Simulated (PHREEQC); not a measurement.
A solution holds 0.0068 mol H2SO4, 0.015 mol CuSO4 and 6.6e-05 mol MgSO4 per kg of water, at 30 °C. Closed to the air; pH follows from the charge balance.

Equilibrium calculation in PHREEQC: ion-association model, phreeqc.dat.

```tsv
quantity	before	after
pH	2.14	2.82
ionic strength (mol/kgw)	0.0495	0.0417
SO4-2 (mol/kgw)	0.0115	0.0103
HSO4- (mol/kgw)	0.00510	0.000975
```

Task: Which change was made?
A) CuSO4 left out
B) 0.0018 mol/kgw HCl added
C) H2SO4 from 0.0068 to 0.00136 mol/kgw
D) MgSO4 from 6.6e-05 to 3.3e-05 mol/kgw
E) CuSO4 from 0.015 to 0.0075 mol/kgw

Result: C, H2SO4 from 0.0068 to 0.00136 mol/kgw

No solid was allowed to form.
